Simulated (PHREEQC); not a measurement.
# Metal-bearing waste water (model solution)

Solution (20 °C): 0.087 mol MnSO4, 0.047 mol ZnCl2 and 0.049 mol NaCl per kg of water. Closed to the air; pH follows from the charge balance.

All values are PHREEQC results (ion-association model, phreeqc.dat), not measurements.

This is a speciation only: nothing precipitates in the calculation.

Problem. Predict the pH.

Solution. pH 5.49.

Problem. In which forms is S present?

Solution. SO4-2 47 %, MnSO4 26 %, ZnSO4 16 %, Zn(SO4)2-2 9.5 %, NaSO4- 2.6 % of the S.
